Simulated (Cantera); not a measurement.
Input: 1 mol Si, 3.3 mol HCl, 1.7 mol H₂, held at 750 °C and 25000 Pa.

These are equilibrium values from Cantera (NASA tables, ideal gas, pure condensed phases), not measurements of a reactor. Candidate condensed phases: Si; 19 gas species. The tables' values for SiCl₃ are old estimates; treat these amounts as uncertain. The numbers say what is thermodynamically allowed, not how fast it happens.

Base state: H₂ 0.771, SiCl₄ 0.153, SiHCl₃ 0.0495, HCl 0.0203, SiCl₃ 0.00262, SiH₂Cl₂ 0.00177, SiCl₂ 0.000946, SiH₃Cl 1.63e-5 (mole fractions); condensed: Si(s).

Q: What changes in the equilibrium state with this change: pressure from 25000 Pa to 52000 Pa?

A: 
```csv
species,before,after
H₂,0.771,0.771
SiCl₄,0.153,0.149
SiHCl₃,0.0495,0.0581
HCl,0.0203,0.0167
SiH₃Cl,1.63e-5,2.80e-5
SiCl₂,0.000946,0.000646
SiH₂Cl₂,0.00177,0.00251
SiCl₃,0.00262,0.00213
"Si(s), mol",0.136,0.123
```
